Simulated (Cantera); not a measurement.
An isothermal, constant-pressure homogeneous reactor starts with C2H6 : H2 = 1 : 86 (molar parts), at 1650 K and 2670 Pa.

Detailed kinetics in Cantera: GRI-Mech 3.0 (53 species, 325 reactions). GRI-Mech 3.0 stops at C3 and has no aromatics, soot or wall deposition, so with more carbon than oxygen in the feed, carbon stays in small species such as C2H2 where larger ones or solid carbon would form. Radical loss at walls, strong at low pressure, is not modelled.

One state of this run: x C2H6 = 2.34e-6; x H2 = 0.980; x C2H = 3.61e-8; x H = 0.00183; x C2H4 = 8.67e-5. x: mole fraction; the columns are a selection and need not sum to one.

**Question.** Which value of t (s) does it belong to?
A) 1.00
B) 0.00630
C) 0.00271
D) 0.0794

**Answer.** B, 0.00630
